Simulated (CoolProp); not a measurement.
Fluorine along the isotherm -126.35 °C: density (kg/m³) from the reference equation and from simpler models built on Tc = -128.7 °C, pc = 5240 kPa, ω = 0.045; each cubic takes its own stable root.

The numbers come from the reference Helmholtz-energy equation of state, de Reuck 1990 in CoolProp.

```tsv
p (kPa)	phase	reference	ideal gas	van der Waals	Redlich-Kwong	Soave-Redlich-Kwong
63.2	gas	1.975	1.967	1.974	1.975	1.975
112	gas	3.510	3.487	3.508	3.511	3.511
200	gas	6.301	6.226	6.295	6.305	6.305
356	gas	11.33	11.08	11.31	11.34	11.34
632	gas	20.47	19.67	20.40	20.50	20.50
1120	gas	37.51	34.87	(withheld)	37.60	37.60
2000	gas	71.81	62.26	70.82	72.02	72.00
3560	gas	150.8	110.8	146.2	151.1	151.0
6320	supercritical	784.8	196.7	606.6	681.0	677.4
11200	supercritical	(withheld)	348.7	768.5	933.1	932.0
20000	supercritical	1116	622.6	867.3	1088	(withheld)
```

Question: Fill in the missing entries.

Answer: 
- 1120, van der Waals: 37.27
- 11200, reference: 998.8
- 20000, Soave-Redlich-Kwong: 1087
